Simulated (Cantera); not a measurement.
A Cantera script and what it prints.

```python
import numpy as np
import cantera as ct

gas_names = """
    B BF BF2 BF3 BH BHF2 BH2 BH3 BO BOF BOF2 BO2 B2 B2O B2O2 B2O3 B3O3F3 B3O3H3 F FO FO2 F2 F2O H HBO
    HBO2 HF HOF HO2 H2 H2F2 H2O H2O2 H3B3O6 H3F3 H4F4 H5F5 H6F6 H7F7 O OH O2 O3
""".split()
cond_names = """
    B(b) B(L) B2O3(L) B3O3H3(cr) H2O(s) H2O(L)
""".split()


# ... load() reads the species with a 1 bar reference pressure and builds the phases ...
atoms = {
    'BF3': {'B': 1, 'F': 3},
    'H2O': {'H': 2, 'O': 1},
}
top_T = {}  # K; cautious upper limits of use, not melting points


# ... equilibrate(T, P, feed) seeds the gas with the atoms and calls Mixture.equilibrate('TP', solver="vcs", rtol=1e-11, max_steps=5000) ...
results = []
feed = {'BF3': 1, 'H2O': 6.4}  # mol
T = 1850  # K
for P in [10, 46, 220, 1000, 4600, 22000, 100000]:
    mix = equilibrate(T, P, feed)
    results.append((T, P, feed, dict(zip(mix.species_names, mix.species_moles))))

top = {s: max(r[3][s] / sum(r[3][g] for g in gas_names) for r in results) for s in gas_names}
cols = sorted((s for s in top if top[s] > 0.0001), key=lambda s: -top[s])[:8]
seen = [c for c in cond_names if any(r[3].get(c, 0) > 1e-12 for r in results)]
print("log10 of partial pressures in bar; condensed amounts in mol")
print(f"{'P/Pa':>10s}" + "".join(f"{s[:9]:>10s}" for s in cols + seen))
for T, P, feed, n in results:
    ng = sum(n[g] for g in gas_names)
    print(f"{P:10.4g}" + "".join(f"{np.log10(max(n[s] / ng * P / 1e5, 1e-99)):10.3f}" for s in cols)
          + "".join(f"{n.get(c, 0):10.4g}" for c in seen))
```

Output:

```
log10 of partial pressures in bar; condensed amounts in mol
      P/Pa       H2O        HF       BOF      HBO2        H2        O2        OH         H
        10    -4.277    -4.551    -5.183    -5.319    -5.450    -5.797    -5.952    -5.994
        46    -3.593    -3.882    -4.519    -4.641    -4.990    -5.350    -5.499    -5.764
       220    -2.902    -3.198    -3.838    -3.952    -4.527    -4.895    -5.039    -5.532
      1000    -2.238    -2.539    -3.180    -3.290    -4.082    -4.455    -4.597    -5.310
      4600    -1.572    -1.875    -2.518    -2.624    -3.637    -4.013    -4.153    -5.087
   2.2e+04    -0.889    -1.196    -1.840    -1.943    -3.181    -3.560    -3.699    -4.859
     1e+05    -0.228    -0.543    -1.192    -1.287    -2.739    -3.120    -3.258    -4.638
```

Method: chemical equilibrium by Gibbs-energy minimisation in Cantera with the NASA 1993 tables (ideal gas, pure condensed phases).
